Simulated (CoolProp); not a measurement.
Carbon dioxide at 293.15 K and 0.94 MPa flows at 7.4 m/s in a round tube of 4.6 mm bore and 15 µm roughness, fully developed (64/Re and Nu = 3.66 if laminar; Colebrook and Gnielinski if turbulent). Each further row changes one setting.

Model: reference Helmholtz-energy equation of state, Span 1996, in CoolProp.

```tsv
case	Reynolds number	Darcy friction factor	pressure drop (Pa/m)	heat-transfer coefficient (W/(m² K))	mass flow (kg/h)
as stated	41200	0.0296	3150	487	___
velocity 14.8 m/s	82500	0.0283	12000	___	15.8
diameter 9.2 mm	82500	___	___	404	___
```

Q: Complete the blanks.

A: 
- as stated, mass flow (kg/h): 7.92
- velocity 14.8 m/s, heat-transfer coefficient (W/(m² K)): 942
- diameter 9.2 mm, Darcy friction factor: 0.0245
- diameter 9.2 mm, pressure drop (Pa/m): 1300
- diameter 9.2 mm, mass flow (kg/h): 31.7

Viscosity comes from a separate model (Laesecke 2017). Thermal conductivity comes from a separate model (Huber 2016).
